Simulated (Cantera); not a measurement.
A closed system holds: 1 mol SiCl4, a varied amount of NH3, 0.3 mol H2, held at 1475 K and 13.3 mbar.

These are equilibrium values from Cantera (NASA tables, ideal gas, pure condensed phases), not measurements of a reactor. Candidate condensed phases: NH4Cl, Si, Si3N4; 28 gas species. Equilibrium is a limit: real reactors are often held back by kinetics, nucleation or transport.

Problem. What share of the Si ends up in condensed phases as a function of n(NH3) (mol), at 3.7, 4.6, 5.7, 7.2, 9, 11, 14, 18, 22?

Solution. 
| n(NH3) (mol) | Si condensed (%) | as |
|---|---|---|
| 3.7 | 54.7 | Si3N4(s) |
| 4.6 | 62.9 | Si3N4(s) |
| 5.7 | 70.0 | Si3N4(s) |
| 7.2 | 76.5 | Si3N4(s) |
| 9 | 81.5 | Si3N4(s) |
| 11 | 85.2 | Si3N4(s) |
| 14 | 88.6 | Si3N4(s) |
| 18 | 91.3 | Si3N4(s) |
| 22 | 93.0 | Si3N4(s) |
